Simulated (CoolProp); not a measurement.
R507A along the isobar 0.572 MPa: Z from the reference equation and from simpler models built on Tc = 70.6 °C, pc = 3.705 MPa, ω = 0.286; each cubic takes its own stable root.

The numbers come from the reference Helmholtz-energy equation of state, Lemmon 2003 in CoolProp. It is a pseudo-pure fit of the blend.

```tsv
T (°C)	phase	reference
-31.45	liquid	0.02217
27.95	gas	0.9042
47.75	gas	0.9250
67.55	gas	0.9400
87.35	gas	0.9513
107.15	gas	0.9600
126.95	gas	0.9669
146.75	gas	0.9724
166.55	gas	0.9769
186.35	gas	0.9805
206.05	gas	0.9836
```

Task: How far does each simpler model (van der Waals, Redlich-Kwong, Soave-Redlich-Kwong, Peng-Robinson) lie from the reference over these 11 states: mean and median of the absolute difference, and the worst?

Result: 
- van der Waals: mean 353.7 %, median 0.4 %, worst +3882.0 % at -31.45 °C and 0.572 MPa
- Redlich-Kwong: mean 2.2 %, median 0.3 %, worst +19.9 % at -31.45 °C and 0.572 MPa
- Soave-Redlich-Kwong: mean 1.7 %, median 0.3 %, worst +14.6 % at -31.45 °C and 0.572 MPa
- Peng-Robinson: mean 0.3 %, median 0.2 %, worst +1.2 % at -31.45 °C and 0.572 MPa

At some of these states van der Waals gives the other phase, because its saturation line lies elsewhere.
